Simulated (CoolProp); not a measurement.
m-xylene at several states: density (kg/m³) from the reference equation and from simpler models built on Tc = 616.9 K, pc = 35.35 bar, ω = 0.326; each cubic takes its own stable root.

Computed with CoolProp (reference Helmholtz-energy equation of state, Zhou 2012).

```json
[
 {"T (K)": "318.2", "p (bar)": "1.55", "phase": "liquid", "reference": "842.6"},
 {"T (K)": "414.6", "p (bar)": "32.6", "phase": "liquid", "reference": "758.0"},
 {"T (K)": "497.2", "p (bar)": "0.226", "phase": "gas", "reference": "0.5832"}
]
```

Task: How far does each simpler model (van der Waals, Redlich-Kwong, Soave-Redlich-Kwong, Peng-Robinson) lie from the reference over these 3 states: mean and median of the absolute difference, and the worst?

Result: 
- van der Waals: mean 28.6 %, median 42.1 %, worst -43.6 % at 318.2 K and 1.55 bar
- Redlich-Kwong: mean 11.0 %, median 16.3 %, worst -16.5 % at 414.6 K and 32.6 bar
- Soave-Redlich-Kwong: mean 8.8 %, median 12.8 %, worst -13.7 % at 318.2 K and 1.55 bar
- Peng-Robinson: mean 1.5 %, median 1.5 %, worst -2.9 % at 318.2 K and 1.55 bar
